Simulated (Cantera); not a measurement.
## Equilibrium for carbothermic reduction: Cu₂O + CH₄ + H₂

Feed: 1 mol Cu₂O, 1.8 mol CH₄, 0.56 mol H₂, at 1150 K.

Equilibrium computed with Cantera from the NASA thermochemical tables; the gas is ideal and each condensed phase is pure. Candidate condensed phases: C, C₆H₆, C₇H₈, C₈H₁₈, Cu, CuO, Cu(OH)₂, Cu₂O, H₂O; 113 gas species. Rates play no part.

From 10.0 Pa to 1000000 Pa the condensed part is C(graphite) + Cu(s).

```
P (Pa)   log p H₂  log p CO  log p CH₄  log p H₂O  n C(graphite)  n Cu(s)
-------  --------  --------  ---------  ---------  -------------  -------
10          -4.09     -4.71      -9.82     -10.14          0.800     2.00
42          -3.47     -4.09      -8.57      -8.89          0.800     2.00
180         -2.84     -3.46      -7.31      -7.62          0.800     2.00
750         -2.22     -2.84      -6.07      -6.39          0.800     2.00
3200        -1.59     -2.21      -4.81      -5.13          0.799     2.00
13000       -0.98     -1.60      -3.59      -3.91          0.796     2.00
56000       -0.35     -0.97      -2.33      -2.65          0.782     2.00
240000       0.26     -0.36      -1.10      -1.42          0.730     2.00
1000000      0.83      0.20       0.03      -0.30          0.589     2.00
```
log p: log10 of the partial pressure in bar; n: condensed amount in mol.
